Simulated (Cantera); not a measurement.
# Equilibrium for chemical vapour transport: MgO + Br₂

A closed system holds: 1 mol MgO, 0.076 mol Br₂, equilibrated at 0.410 bar.

Equilibrium computed with Cantera from the NASA thermochemical tables; the gas is ideal and each condensed phase is pure. Candidate condensed phases: Br₂, Mg, MgBr₂, MgO; 10 gas species. Kinetics and transport are ignored.

From 825 K to 1475 K the condensed part is MgO(s). The main Mg-bearing gas is MgBr₂ throughout.

| T (K) | x Br₂ | x Br | x MgBr₂ | x O₂ | n MgO(s) |
|---|---|---|---|---|---|
| 825 | 0.999 | 0.000738 | 2.84e-7 | 1.42e-7 | 1.00 |
| 875 | 0.998 | 0.00166 | 1.23e-6 | 6.15e-7 | 1.00 |
| 925 | 0.997 | 0.00344 | 4.53e-6 | 2.27e-6 | 1.00 |
| 975 | 0.993 | 0.00660 | 1.46e-5 | 7.28e-6 | 1.000 |
| 1025 | 0.988 | 0.0119 | 4.16e-5 | 2.08e-5 | 1.000 |
| 1075 | 0.980 | 0.0202 | 0.000107 | 5.36e-5 | 1.000 |
| 1125 | 0.967 | 0.0327 | 0.000253 | 0.000127 | 1.000 |
| 1175 | 0.948 | 0.0507 | 0.000551 | 0.000276 | 1.000 |
| 1225 | 0.923 | 0.0755 | 0.00112 | 0.000559 | 1.000 |
| 1275 | 0.889 | 0.108 | 0.00213 | 0.00106 | 1.000 |
| 1325 | 0.844 | 0.150 | 0.00380 | 0.00190 | 1.000 |
| 1375 | 0.789 | 0.201 | 0.00643 | 0.00321 | 0.999 |
| 1425 | 0.723 | 0.261 | 0.0103 | 0.00515 | 0.999 |
| 1475 | 0.648 | 0.328 | 0.0156 | 0.00782 | 0.999 |
x: gas mole fraction; n: condensed amount in mol.
